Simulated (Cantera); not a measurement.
Source: NASA polynomial tables (part measured, part estimated), evaluated in Cantera. Values are per mole of reaction as written; species without (g) are pure solids or liquids, kept so even where they would boil at 1 bar.

Question: Between 700 and 1450 K, where is each reaction favourable under standard conditions?
- 5 N₂(g) + V₂O₅ → 5 N₂O(g) + 2 V

Answer: 
- 5 N₂(g) + V₂O₅ → 5 N₂O(g) + 2 V: ΔG° is 1916 kJ at 700 K and 1921 kJ at 1450 K; it stays positive (K < 1). ΔH° is 1875 kJ and ΔS° -32 J/K at 1450 K.
